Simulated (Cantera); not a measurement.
# Transport properties of process gases

Gas mixture: 100 % CH₃OH, at 750 Torr, frozen composition.

Cantera's kinetic-theory transport with the Lennard-Jones parameters of GRI-Mech 3.0, ideal gas; thermal conductivity in the mixture-averaged form. Polar gases are described roughly by these parameters. The composition is frozen, though it would react at the higher temperatures.

| T (K) | ρ (kg/m³) | cp (J/kg/K) | μ (µPa s) | λ (mW/m/K) | Pr | D (cm²/s) H₂ | D (cm²/s) C₂H₂ | D (cm²/s) CH₃ |
|---|---|---|---|---|---|---|---|---|
| 400 | 0.963 | 1604 | 13.1 | 28.2 | 0.745 | 1.07 | 0.206 | 0.287 |
| 500 | 0.771 | 1858 | 16.4 | 41.1 | 0.743 | 1.58 | 0.317 | 0.436 |
| 600 | 0.642 | 2101 | 19.7 | 55.5 | 0.746 | 2.17 | 0.446 | 0.609 |
| 700 | 0.551 | 2314 | 22.8 | 70.5 | 0.748 | 2.82 | 0.592 | 0.804 |
| 800 | 0.482 | 2491 | 25.8 | 85.9 | 0.747 | 3.54 | 0.755 | 1.02 |
| 900 | 0.428 | 2643 | 28.6 | 101 | 0.746 | 4.32 | 0.932 | 1.26 |
| 1000 | 0.385 | 2798 | 31.3 | 117 | 0.751 | 5.16 | 1.12 | 1.51 |
| 1100 | 0.350 | 2922 | 33.9 | 132 | 0.751 | 6.06 | 1.33 | 1.78 |
D: mixture-averaged diffusion coefficient of that species in the mixture.
